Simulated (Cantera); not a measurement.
A Cantera script and what it prints.

```python
import numpy as np
import cantera as ct

gas_names = """
    F F2 Mg MgF MgF2 MgN Mg2 Mg2F4 N NF NF2 NF3 N2
""".split()
cond_names = """
    Mg(cr) Mg(L) MgF2(s) MgF2(L)
""".split()


def load(file, names, dense=False):
    # The tables refer to 1 bar. Condensed volumes are neglected.
    table = {s.name: s for s in ct.Species.list_from_file(file)}
    out = []
    for n in names:
        d = dict(table[n].input_data)
        d["thermo"] = dict(d["thermo"], **{"reference-pressure": 1e5})
        if dense:
            d["equation-of-state"] = {"model": "constant-volume", "density": "1e6 g/cm^3"}
        out.append(ct.Species.from_dict(d))
    return out


gas = ct.Solution(thermo="ideal-gas", species=load("nasa_gas.yaml", gas_names))
cond = {s.name: ct.Solution(thermo="fixed-stoichiometry", species=[s], name=s.name)
        for s in load("nasa_condensed.yaml", cond_names, dense=True)}
atoms = {
    'MgF2': {'Mg': 1, 'F': 2},
    'N2': {'N': 2},
}
top_T = {}  # K; cautious upper limits of use, not melting points


def equilibrate(T, P, feed):
    n = {}
    for name, mol in feed.items():
        for a, k in atoms[name].items():
            n[a] = n.get(a, 0.0) + k * mol
    gas.TPX = T, P, n
    mass = sum(n.values()) * gas.mean_molecular_weight
    gas.equilibrate("TP")
    valid = [c for c in cond.values() if c.min_temp <= T <= top_T.get(c.name, c.max_temp)]
    mix = ct.Mixture([(gas, mass / gas.mean_molecular_weight)] + [(c, 0.0) for c in valid])
    mix.T, mix.P = T, P
    mix.equilibrate("TP", solver="vcs", rtol=1e-11, max_steps=5000)
    return mix


results = []
feed = {'MgF2': 1, 'N2': 1.8}  # mol
T = 1873  # K
for P in [0.1, 1, 10, 100, 1000, 10000, 100000]:
    mix = equilibrate(T, P, feed)
    results.append((T, P, feed, dict(zip(mix.species_names, mix.species_moles))))
    x = sorted(zip(gas.X, gas.species_names), reverse=True)
    print(f"T = {T:g} K  P = {P:g} Pa  gas = {mix.phase_moles(0):.4g} mol")
    print("   x: " + "  ".join(f"{s} {v:.3e}" for v, s in x if v > 0.0001))
    print("   condensed (mol): " + ("  ".join(f"{mix.phase(i).name} {mix.phase_moles(i):.4g}"
          for i in range(1, mix.n_phases) if mix.phase_moles(i) > 1e-12) or "none"))
```

Result:

```
T = 1873 K  P = 0.1 Pa  gas = 2.855 mol
   x: N2 6.304e-01  MgF2 3.356e-01  F 1.931e-02  MgF 9.902e-03  Mg 4.705e-03
   condensed (mol): none
T = 1873 K  P = 1 Pa  gas = 2.815 mol
   x: N2 6.395e-01  MgF2 3.508e-01  F 5.200e-03  MgF 3.843e-03  Mg 6.782e-04
   condensed (mol): none
T = 1873 K  P = 10 Pa  gas = 2.804 mol
   x: N2 6.419e-01  MgF2 3.552e-01  F 1.507e-03  MgF 1.343e-03
   condensed (mol): none
T = 1873 K  P = 100 Pa  gas = 2.801 mol
   x: N2 6.426e-01  MgF2 3.565e-01  F 4.596e-04  MgF 4.419e-04
   condensed (mol): none
T = 1873 K  P = 1000 Pa  gas = 2.8 mol
   x: N2 6.428e-01  MgF2 3.567e-01  F 1.435e-04  MgF 1.417e-04  Mg2F4 1.232e-04
   condensed (mol): none
T = 1873 K  P = 10000 Pa  gas = 1.96 mol
   x: N2 9.184e-01  MgF2 8.154e-02
   condensed (mol): MgF2(L) 0.8399
T = 1873 K  P = 100000 Pa  gas = 1.815 mol
   x: N2 9.918e-01  MgF2 8.154e-03
   condensed (mol): MgF2(L) 0.9852
```

Equilibrium computed with Cantera from the NASA thermochemical tables; the gas is ideal and each condensed phase is pure.
